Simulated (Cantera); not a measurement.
Charge: 1 mol SiCl₄, 62 mol H₂, at 0.100 bar.

These are equilibrium values from Cantera (NASA tables, ideal gas, pure condensed phases), not measurements of a reactor. Candidate condensed phases: Si; 19 gas species. The tables' values for SiCl₃, SiCl are old estimates; treat these amounts as uncertain. Gases not in the tables: Si₂H₆ and higher silanes. The numbers say what is thermodynamically allowed, not how fast it happens.

log p: log10 of the partial pressure in bar; n: condensed amount in mol.

| T (°C) | log p H₂ | log p HCl | log p SiCl₄ | log p SiCl₂ | log p SiHCl₃ | log p SiCl₃ | n Si(s) | n Si(l) |
|---|---|---|---|---|---|---|---|---|
| 600 | -1.01 | -3.30 | -2.96 | -6.08 | -3.34 | -5.41 | ? | 0 |
| 700 | -1.01 | -3.04 | -3.04 | -4.85 | -3.27 | -4.68 | ? | 0 |
| 800 | -1.01 | -2.72 | -3.16 | -4.13 | -3.37 | -4.25 | ? | 0 |
| 900 | -1.02 | -2.49 | -3.43 | -3.61 | -3.59 | -4.02 | ? | 0 |
| 1000 | -1.02 | -2.38 | -3.93 | -3.32 | -3.98 | -4.03 | 0.482 | 0 |
| 1100 | -1.02 | -2.34 | -4.61 | -3.19 | -4.49 | -4.23 | 0.513 | 0 |
| 1200 | -1.02 | -2.33 | -5.30 | -3.14 | -5.02 | -4.49 | 0.506 | 0 |
| 1300 | -1.02 | -2.33 | -5.93 | -3.11 | -5.50 | -4.73 | 0.491 | 0 |
| 1400 | -1.02 | -2.34 | -6.50 | -3.09 | -5.93 | -4.95 | 0.474 | 0 |
| 1500 | -1.02 | -2.33 | -7.01 | -3.12 | -6.34 | -5.18 | ? | 0.506 |

**Question.** Complete the blanks.

**Answer.** 
- 600, n Si(s): 0
- 700, n Si(s): 0.0415
- 800, n Si(s): 0.196
- 900, n Si(s): 0.369
- 1500, n Si(s): 0
